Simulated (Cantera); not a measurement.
What does this Cantera script print?

```python
import numpy as np
import cantera as ct

gas = ct.Solution("gri30.yaml")
gas.TPX = 1150, 100000, {'C2H4': 1, 'H2': 22}
inlet = ct.Reservoir(gas, clone=True)

reactor = ct.IdealGasConstPressureReactor(gas, energy="off", clone=False)
exhaust = ct.Reservoir(gas, clone=True)
tau = [1.4, 0.41, 0.12, 0.033, 0.0093, 0.0026, 0.00075, 0.00021][0]
for a, b in ((inlet, reactor), (reactor, exhaust)):
    ct.MassFlowController(a, b, mdot=lambda t: reactor.mass / tau)
net = ct.ReactorNet([reactor])
show = ['C2H4', 'H2', 'C2H2', 'CH4', 'C2H6', 'C2H', 'CH2']

rows = []
print(f"{'tau/s':>10s}{'T/K':>9s}" + "".join(f"{s:>11s}" for s in show))
for tau in [1.4, 0.41, 0.12, 0.033, 0.0093, 0.0026, 0.00075, 0.00021]:
    net.initial_time = 0.0
    net.advance(30 * tau)
    before = gas.X
    net.advance(40 * tau)
    drift = np.max(np.abs(gas.X - before) / (gas.X + 1e-9))
    rows.append([gas.T, *gas[show].X, drift])
    print(f"{tau:10.3e}{gas.T:9.1f}" + "".join(f"{x:11.3e}" for x in gas[show].X))
```

It prints:

```
     tau/s      T/K       C2H4         H2       C2H2        CH4       C2H6        C2H        CH2
 1.400e+00   1150.0  2.341e-02  9.413e-01  7.897e-04  2.886e-02  5.685e-03  1.165e-13  5.204e-13
 4.100e-01   1150.0  3.026e-02  9.499e-01  7.758e-04  1.225e-02  6.846e-03  1.241e-13  3.364e-13
 1.200e-01   1150.0  3.524e-02  9.544e-01  4.846e-04  3.560e-03  6.302e-03  7.559e-14  1.790e-13
 3.300e-02   1150.0  3.980e-02  9.561e-01  1.618e-04  5.205e-04  3.401e-03  1.954e-14  7.652e-14
 9.300e-03   1150.0  4.300e-02  9.565e-01  1.783e-05  1.298e-05  4.681e-04  6.721e-16  1.533e-14
 2.600e-03   1150.0  4.348e-02  9.565e-01  4.031e-07  6.359e-10  4.403e-07  4.821e-20  4.662e-17
 7.500e-04   1150.0  4.348e-02  9.565e-01  1.130e-07  1.248e-11  3.030e-08  3.228e-21  1.110e-17
 2.100e-04   1150.0  4.348e-02  9.565e-01  3.144e-08  2.665e-13  2.337e-09  2.488e-22  3.037e-18
```

Computed with Cantera and GRI-Mech 3.0 (53 species, 325 reactions). GRI-Mech 3.0 was tuned for natural gas; its chemistry of ethylene as a main component is partial and can be far from experiment. GRI-Mech 3.0 stops at C3 and has no aromatics, soot or wall deposition, so with more carbon than oxygen in the feed, carbon stays in small species such as C2H2 where larger ones or solid carbon would form.
